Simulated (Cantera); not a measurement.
Cantera run:

```python
import numpy as np
import cantera as ct

gas_names = [...]  # 109 gases of nasa_gas.yaml made of C, Cl, H, Si
cond_names = """
    C(gr) C6H6(L) C7H8(L) C8H18(L),n-octa Si(cr) Si(L) SiC(b)
""".split()


# ... load() reads the species with a 1 bar reference pressure and builds the phases ...
atoms = {
    'SiCl4': {'Si': 1, 'CL': 4},
    'C2H2': {'C': 2, 'H': 2},
    'H2': {'H': 2},
}
top_T = {'C(gr)': 4500, 'SiC(b)': 3050}  # K; cautious upper limits of use, not melting points


# ... equilibrate(T, P, feed) seeds the gas with the atoms and calls Mixture.equilibrate('TP', solver="vcs", rtol=1e-11, max_steps=5000) ...
results = []
T = 923.15  # K
P = 133.322  # Pa
for m in [0.031, 0.04, 0.052, 0.067, 0.088, 0.11, 0.15, 0.19, 0.25, 0.32, 0.42, 0.55]:
    feed = {'SiCl4': 1, 'C2H2': m, 'H2': 60}  # mol
    mix = equilibrate(T, P, feed)
    results.append((T, P, feed, dict(zip(mix.species_names, mix.species_moles))))

top = {s: max(r[3][s] / sum(r[3][g] for g in gas_names) for r in results) for s in gas_names}
cols = sorted((s for s in top if top[s] > 1e-05), key=lambda s: -top[s])[:8]
seen = [c for c in cond_names if any(r[3].get(c, 0) > 1e-12 for r in results)]
print("log10 of partial pressures in bar; condensed amounts in mol")
print(f"{'n(C2H2)':>10s}" + "".join(f"{s[:9]:>10s}" for s in cols + seen))
for T, P, feed, n in results:
    ng = sum(n[g] for g in gas_names)
    print(f"{feed['C2H2']:10.4g}" + "".join(f"{np.log10(max(n[s] / ng * P / 1e5, 1e-99)):10.3f}" for s in cols)
          + "".join(f"{n.get(c, 0):10.4g}" for c in seen))
```

Output:

```
log10 of partial pressures in bar; condensed amounts in mol
   n(C2H2)        H2       HCL     SiCL4    SiHCL3     SiCL2     SiCL3       CH4   SiH2CL2     C(gr)    Si(cr)    SiC(b)
     0.031    -2.888    -4.637    -4.875    -5.573    -6.229    -6.354   -10.138    -7.281         0    0.1523     0.062
      0.04    -2.888    -4.637    -4.875    -5.573    -6.229    -6.354   -10.138    -7.281         0    0.1343      0.08
     0.052    -2.888    -4.637    -4.875    -5.573    -6.229    -6.354   -10.138    -7.281         0    0.1104     0.104
     0.067    -2.888    -4.637    -4.875    -5.574    -6.229    -6.354   -10.138    -7.281         0   0.08039     0.134
     0.088    -2.888    -4.638    -4.875    -5.574    -6.229    -6.355   -10.138    -7.281         0   0.03845     0.176
      0.11    -2.888    -4.631    -4.877    -5.582    -6.244    -6.363   -10.109    -7.296         0         0      0.22
      0.15    -2.890    -4.536    -4.903    -5.704    -6.460    -6.484    -9.706    -7.514         0         0       0.3
      0.19    -2.891    -4.454    -4.941    -5.826    -6.664    -6.605    -9.340    -7.719         0         0      0.38
      0.25    -2.894    -4.351    -5.021    -6.010    -6.952    -6.789    -8.847    -8.009         0         0    0.4999
      0.32    -2.896    -4.253    -5.153    -6.244    -7.284    -7.021    -8.322    -8.343         0         0    0.6398
      0.42    -2.900    -4.142    -5.494    -6.700    -7.851    -7.474    -7.538    -8.914         0         0    0.8386
      0.55    -2.903    -4.079    -6.338    -7.610    -8.824    -8.383    -6.441    -9.891     0.106         0     0.977
```

Method: chemical equilibrium by Gibbs-energy minimisation in Cantera with the NASA 1993 tables (ideal gas, pure condensed phases). The tables' values for SiCl3 are old estimates; treat these amounts as uncertain.
